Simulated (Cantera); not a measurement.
Charge: 1 mol CH3F, 0.014 mol F2, at 2127 °C and 15.0 mbar.

These are equilibrium values from Cantera (NASA tables, ideal gas, pure condensed phases), not measurements of a reactor. Candidate condensed phases: C, C6H6, C7H8, C8H18; 95 gas species. Rates play no part.

### Question
What is the equilibrium state?

### Answer
x(HF): 0.489
x(H2): 0.424
x(H): 0.0845
x(C2H2 (acetylene)): 0.00295
x(F): 0.000155
x(C2H): 3.39e-5
x(C4H2): 8.47e-6
x(C3): 6.54e-6
x(CF): 3.68e-6
n(C(graphite)): 0.987 mol
gas amount: 2.103 mol
